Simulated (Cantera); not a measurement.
Feed: 1 mol CuF₂, 4.1 mol HF, a varied amount of H₂, at 2123 K and 0.0315 Torr.

Equilibrium computed with Cantera from the NASA thermochemical tables; the gas is ideal and each condensed phase is pure. Candidate condensed phases: Cu, CuF₂; 15 gas species. Rates play no part.

### Question
At 0.3 mol H₂, list the 6 most abundant gas species with their mole fractions, and the condensed phases.

### Answer
HF 0.701, F 0.149, Cu 0.0886, CuF 0.0607, H 0.000947, CuF₂ 2.46e-5. Condensed: gas only.
